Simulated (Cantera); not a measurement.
**Equilibrium for silicon epitaxy and polysilicon growth: SiH4 + Cl2 + H2**

Charge: 1 mol SiH4, 0.042 mol Cl2, 6.8 mol H2, at 0.240 bar.

Cantera equilibrium calculation (NASA polynomials, part measured and part estimated; ideal gas, pure solids and liquids). Candidate condensed phases: Si; 19 gas species. The tables' values for SiCl3 are old estimates; treat these amounts as uncertain. Gases not in the tables: Si2H6 and higher silanes. The numbers say what is thermodynamically allowed, not how fast it happens.

```json
[
 {"T (K)": "898", "x H2": "0.996", "x HCl": "0.00201", "x SiHCl3": "0.00121", "x SiCl4": "0.000879", "n Si(s)": "0.980", "n Si(l)": "0"},
 {"T (K)": "1048", "x H2": "0.993", "x HCl": "0.00608", "x SiHCl3": "0.000550", "x SiCl4": "0.000330", "n Si(s)": "0.990", "n Si(l)": "0"},
 {"T (K)": "1198", "x H2": "0.991", "x HCl": "0.00869", "x SiHCl3": "7.51e-5", "x SiCl4": "2.45e-5", "n Si(s)": "0.997", "n Si(l)": "0"},
 {"T (K)": "1348", "x H2": "0.991", "x HCl": "0.00898", "x SiHCl3": "7.74e-6", "x SiCl4": "1.24e-6", "n Si(s)": "0.998", "n Si(l)": "0"},
 {"T (K)": "1498", "x H2": "0.991", "x HCl": "0.00896", "x SiHCl3": "1.17e-6", "x SiCl4": "1.03e-7", "n Si(s)": "0.998", "n Si(l)": "0"},
 {"T (K)": "1648", "x H2": "0.991", "x HCl": "0.00892", "x SiHCl3": "2.48e-7", "x SiCl4": "1.34e-8", "n Si(s)": "0.997", "n Si(l)": "0"},
 {"T (K)": "1798", "x H2": "0.990", "x HCl": "0.00898", "x SiHCl3": "5.70e-8", "x SiCl4": "2.07e-9", "n Si(s)": "0", "n Si(l)": "0.997"}
]
```
x: gas mole fraction; n: condensed amount in mol.

From 898 K to 1648 K the condensed part is Si(s). At 1798 K the condensed part is Si(l). The main Si-bearing gas is SiHCl3 at 898 K and SiCl2 at 1798 K.
